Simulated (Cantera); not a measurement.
A closed system holds: 1 mol Ca(OH)2, 5.5 mol CO2, equilibrated at 13.3 mbar.

Method: chemical equilibrium by Gibbs-energy minimisation in Cantera with the NASA 1993 tables (ideal gas, pure condensed phases). Candidate condensed phases: C, C6H6, C7H8, C8H18, Ca, CaCO3, CaO, Ca(OH)2, H2O; 115 gas species. Kinetics and transport are ignored.

x: gas mole fraction; n: condensed amount in mol.

| T (°C) | x CO2 | x H2O | x CO | x O2 | n CaO(s) |
|---|---|---|---|---|---|
| 1027 | 0.846 | 0.154 | 0.000132 | 7.17e-5 | 1.00 |
| 1102 | 0.846 | 0.154 | (withheld) | (withheld) | 1.00 |
| 1177 | 0.845 | 0.154 | (withheld) | (withheld) | 1.00 |
| 1252 | 0.844 | 0.154 | 0.00173 | 0.000898 | 1.000 |
| 1327 | 0.841 | 0.153 | 0.00344 | 0.00178 | 1.000 |
| 1402 | 0.837 | 0.153 | 0.00645 | 0.00330 | 1.000 |
| 1477 | 0.829 | 0.152 | 0.0114 | 0.00579 | 1.000 |
| 1552 | 0.818 | 0.151 | 0.0192 | 0.00965 | 1.000 |
| 1627 | 0.801 | 0.149 | 0.0307 | 0.0154 | 1.000 |
| 1702 | 0.777 | 0.146 | 0.0471 | 0.0234 | 1.000 |

Problem. What belongs in the gaps?

Solution. 
- 1177, x CO: 0.000803
- 1177, x O2: 0.000422
- 1102, x CO: 0.000343
- 1102, x O2: 0.000183
